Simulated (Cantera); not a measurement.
A closed system holds: 1 mol SiCl4, 0.018 mol Cl2, 8 mol H2, at 1425 K and 1.00 bar.

Equilibrium computed with Cantera from the NASA thermochemical tables; the gas is ideal and each condensed phase is pure. Candidate condensed phases: Si; 19 gas species. The tables' values for SiCl3 are old estimates; treat these amounts as uncertain. Rates play no part.

Base state: H2 0.784, HCl 0.110, SiCl4 0.0348, SiCl2 0.0332, SiHCl3 0.0194, SiCl3 0.0172, SiH2Cl2 0.00164, SiH3Cl 4.04e-5 (mole fractions); condensed: gas only.

### Question
What changes in the equilibrium state with this change: H2 from 8 to 58 mol?

### Answer
| species | before | after |
|---|---|---|
| H2 | 0.784 | 0.947 |
| HCl | 0.110 | 0.0437 |
| SiCl2 | 0.0332 | 0.00608 |
| SiCl4 | 0.0348 | 0.000826 |
| SiCl3 | 0.0172 | 0.00113 |
| SiHCl3 | 0.0194 | 0.00140 |
| SiH2Cl2 | 0.00164 | 0.000363 |
| SiH3Cl | 4.04e-5 | 2.72e-5 |
| Si(s), mol | 0 | 0.412 |
